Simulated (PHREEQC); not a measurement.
## Acid mine or pickling water

Synthetic water in mmol/kgw, 25 °C, pH 2, pe 10.9:

```csv
constituent,mmol/kgw
Na,3.23
K,1.07
Ca,2.72
Mg,0.0699
Cl,3.39
S(6),13.2
F,0.01
Fe(3),0.0023
Zn,0.177
Mn(2),0.015
Li,0.0358
N(5),0.0105
```

Na is adjusted to close the charge balance.
Valence states are taken as typed.

Computed with PHREEQC (ion-association model, wateq4f.dat).

No solid was allowed to form.

**Question.** Predict the ionic strength.

**Answer.** ionic strength 0.0330 mol/kgw.

**Question.** In which forms is S present?

**Answer.** SO4-2 58 %, HSO4- 34 %, CaSO4 5.9 %, NaSO4- 1.0 % of the S.

The solution is supersaturated, for example in Hematite (slow to form), so a real one may precipitate; this is no full list. Complexes and solids missing from the database can't appear. Fluoro complexes past AlF4- and FeF3 are missing from the database.
